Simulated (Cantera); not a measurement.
A perfectly stirred reactor is fed with CH4 : C2H6 : O2 : N2 : H2O = 1 : 0.38 : 1.96 : 7.37 : 0.89 (molar parts), equivalence ratio 1.7, at 750 Torr; it is adiabatic with a 775 K inlet, and is followed from long to short residence time, starting on the burning branch (τ in s: 0.045, 0.021, 0.0097, 0.0045, 0.0021, 0.00098, 0.00045, 0.00021, 9.8e-05, 4.6e-05, 2.1e-05, 9.9e-06, 4.6e-06).

Computed with Cantera and GRI-Mech 3.0 (53 species, 325 reactions).

x: mole fraction; the columns are a selection and need not sum to one.

| τ (s) | T (K) | x CH4 | x C2H6 | x O2 | x CH3 | x NO2 | x CH2O | x H |
|---|---|---|---|---|---|---|---|---|
| 0.045 | 2038 | 0.000980 | 1.21e-6 | 0.000207 | [?] | 3.62e-10 | 5.22e-6 | 0.00111 |
| 0.021 | 2038 | 0.00142 | 2.59e-6 | 0.000392 | [?] | 4.26e-10 | 9.19e-6 | 0.00124 |
| 0.0097 | 2035 | 0.00190 | 5.44e-6 | 0.000729 | [?] | 5.00e-10 | 1.58e-5 | 0.00142 |
| 0.0045 | 2030 | 0.00242 | 1.12e-5 | 0.00133 | [?] | 5.80e-10 | 2.64e-5 | 0.00165 |
| 0.0021 | 2019 | 0.00305 | 2.33e-5 | 0.00240 | [?] | 6.69e-10 | 4.38e-5 | 0.00191 |
| 0.00098 | 1997 | 0.00399 | 5.09e-5 | 0.00449 | [?] | 7.81e-10 | 7.39e-5 | 0.00213 |
| 0.00045 | 1947 | 0.00604 | 0.000138 | 0.00955 | [?] | 9.20e-10 | 0.000136 | 0.00210 |
| 0.00021 | 775 | 0.0862 | 0.0328 | 0.169 | <1e-12 | <1e-12 | <1e-12 | <1e-12 |
| 9.8e-5 | 775 | 0.0862 | 0.0328 | 0.169 | <1e-12 | <1e-12 | <1e-12 | <1e-12 |
| 4.6e-5 | 775 | 0.0862 | 0.0328 | 0.169 | <1e-12 | <1e-12 | <1e-12 | <1e-12 |
| 2.1e-5 | 775 | 0.0862 | 0.0328 | 0.169 | <1e-12 | <1e-12 | <1e-12 | <1e-12 |
| 9.9e-6 | 775 | 0.0862 | 0.0328 | 0.169 | <1e-12 | <1e-12 | <1e-12 | <1e-12 |
| 4.6e-6 | 775 | 0.0862 | 0.0328 | 0.169 | <1e-12 | <1e-12 | <1e-12 | <1e-12 |

Complete the blanks.


- 0.045, x CH3: 0.000191
- 0.021, x CH3: 0.000312
- 0.0097, x CH3: 0.000486
- 0.0045, x CH3: 0.000727
- 0.0021, x CH3: 0.00106
- 0.00098, x CH3: 0.00154
- 0.00045, x CH3: 0.00228
